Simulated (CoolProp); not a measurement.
Vapour-liquid equilibrium of CHF3 (R23) (1) + R134a (2) at 0.259 MPa; x and y are mole fractions of (1).

The numbers come from the multi-fluid Helmholtz-energy mixture model, Penoncello 2003 and Tillner-Roth 1994; pair parameters Bell 2016 in CoolProp.

```tsv
x	bubble temperature, mixture model (K)	bubble temperature, Raoult's law (K)	y, mixture model	y, Raoult's law
0.05	262.1	260.5	0.278	0.337
0.125	252.4	250.0	0.543	0.609
0.2	244.6	242.1	0.700	0.752
0.275	238.3	236.0	0.796	0.834
0.35	233.2	231.1	0.858	0.885
0.425	228.8	227.0	0.899	0.918
0.5	225.0	223.6	0.928	0.942
0.575	221.8	220.6	0.949	0.958
0.65	218.9	218.0	0.965	0.971
0.725	216.4	215.7	0.976	0.980
0.8	214.1	213.7	0.985	0.987
0.875	212.1	211.8	0.992	0.993
0.95	210.3	210.2	0.997	0.997
```

The largest gap from Raoult's law is +2.5 K in bubble temperature, at x = 0.2. No azeotrope shows between x = 0.05 and 0.95.

Pair parameters are fitted to limited data, so mixtures are less certain than the pure fluids.
